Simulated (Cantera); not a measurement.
Feed: 1 mol PbO, 0.13 mol CO, 44 mol N2, equilibrated at 110 Pa.

These are equilibrium values from Cantera (NASA tables, ideal gas, pure condensed phases), not measurements of a reactor. Candidate condensed phases: C, Pb, PbO, PbO2, Pb3O4; 27 gas species. Equilibrium is a limit: real reactors are often held back by kinetics, nucleation or transport.

At 900 K, list the 3 most abundant gas species with their mole fractions, and the condensed phases.

N2 0.996, CO2 0.00294, Pb 0.00124. Condensed: Pb(l) + PbO(yellow).
